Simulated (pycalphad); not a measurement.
Source of the numbers: pycalphad with the COST 507 light-alloy database (1999); pressure 1 atm. The data set is of 1999 and partly superseded. The system is extrapolated from its subsystems; higher-order compounds may be missing. Phase fractions are per mole of atoms. Kinetics are ignored, which matters at the lower temperatures.

**Question.** Give the equilibrium state of Ti-1.266Si-0.7288Mn (wt.%) at 827 °C.

**Answer.** hcp, fraction 0.658, with 0.28 Si, 0.18 Mn wt.%; bcc, fraction 0.281, with 0.64 Si, 2.2 Mn wt.%; SITI3, fraction 0.061, with 16.4 Si, no Mn wt.%.

**Question.** Give the equilibrium state of Ti-1.266Si-0.7288Mn (wt.%) at 377 °C.

**Answer.** hcp, fraction 0.915, with 0.18 Si, 0.10 Mn wt.%; SITI3, fraction 0.074, with 16.4 Si, no Mn wt.%; ALPHA_TIMN, fraction 0.011, with no Si, 53.4 Mn wt.%.

Database names, with the compositions (at.%) that they take in these runs: SITI3: Ti 75 Si 25; ALPHA_TIMN: Ti 50 Mn 50. An entry "none" or "no" means that the model of the phase leaves that element out.
